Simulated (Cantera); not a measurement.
Premixed flame

A freely propagating, adiabatic, planar premixed flame of 6.70 % CH4, 5.56 % H2, 17.6 % O2, 66.2 % N2, 4.02 % H2O, equivalence ratio 0.92, unburnt at 698 K and 1.10 bar; mixture-averaged transport, grid criteria slope 0.08 and curve 0.16, no radiation.

Detailed kinetics in Cantera: GRI-Mech 3.0 (53 species, 325 reactions). Burning velocities carry a grid error of a few per cent, more on coarse grids.

```csv
z (mm),T (K),u (m/s),x CH4,x H2,x O2,x HCO,x OH,x CH2
-0.819,698,2.19,0.0670,0.0553,0.176,<1e-8,<1e-8,<1e-8
-0.546,699,2.19,0.0671,0.0545,0.176,<1e-8,<1e-8,<1e-8
-0.409,702,2.19,0.0670,0.0532,0.176,<1e-8,1.95e-8,<1e-8
-0.273,726,2.27,0.0661,0.0502,0.175,<1e-8,1.77e-6,<1e-8
-0.136,967,3.02,0.0544,0.0438,0.159,8.45e-7,8.22e-5,3.81e-7
-0.0682,1315,4.14,0.0340,0.0392,0.128,1.65e-5,0.000534,8.49e-6
0,1691,5.36,0.00993,0.0320,0.0827,6.91e-5,0.00307,4.76e-5
0.0682,1869,5.94,0.00101,0.0228,0.0515,2.95e-5,0.00798,1.82e-5
0.136,1926,6.10,5.29e-5,0.0179,0.0393,2.52e-6,0.0109,1.36e-6
0.273,1988,6.27,1.34e-7,0.0160,0.0326,6.86e-8,0.0122,<1e-8
0.546,2068,6.48,<1e-8,0.0147,0.0289,3.38e-8,0.0123,<1e-8
1.09,2156,6.72,<1e-8,0.0120,0.0257,1.68e-8,0.0115,<1e-8
2.18,2239,6.93,<1e-8,0.00893,0.0228,<1e-8,0.0100,<1e-8
```
x: mole fraction of selected species; z is measured from the peak of heat release.

The laminar burning velocity is 219 cm/s and the thermal thickness comes out as 0.273 mm. The peak x(HCO) is 7.03e-5, the peak x(OH) is 0.0124 and the peak x(CH2) comes out as 4.87e-5. The grid points is 149.
